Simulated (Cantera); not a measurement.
A perfectly stirred reactor is fed with 37.2 % CH₄, 48.3 % H₂O, 6.69 % H₂, 7.81 % N₂, at 165 Torr; it is held at 2200 K, and followed from long to short residence time.

Cantera simulation using GRI-Mech 3.0 (53 species, 325 reactions); the numbers are that mechanism's predictions, not measurements.

**Question.** Predict: x(CH₄) at τ = 1.80 s; x(H₂O) at τ = 1.80 s; x(H₂) at τ = 1.80 s; x(H) at τ = 1.80 s; x(CH₃) at τ = 1.80 s; x(CH₄) at τ = 18.0 ms; x(H₂O) at τ = 18.0 ms; x(H₂) at τ = 18.0 ms; x(H) at τ = 18.0 ms; x(CH₃) at τ = 18.0 ms.

**Answer.** 
```
Item                     Result
---------------------  --------
x(CH₄) at τ = 1.80 s   0.000324
x(H₂O) at τ = 1.80 s     0.0607
x(H₂) at τ = 1.80 s       0.673
x(H) at τ = 1.80 s      0.00912
x(CH₃) at τ = 1.80 s    8.36e-5
x(CH₄) at τ = 18.0 ms   0.00926
x(H₂O) at τ = 18.0 ms     0.128
x(H₂) at τ = 18.0 ms      0.615
x(H) at τ = 18.0 ms     0.00695
x(CH₃) at τ = 18.0 ms   0.00198
```
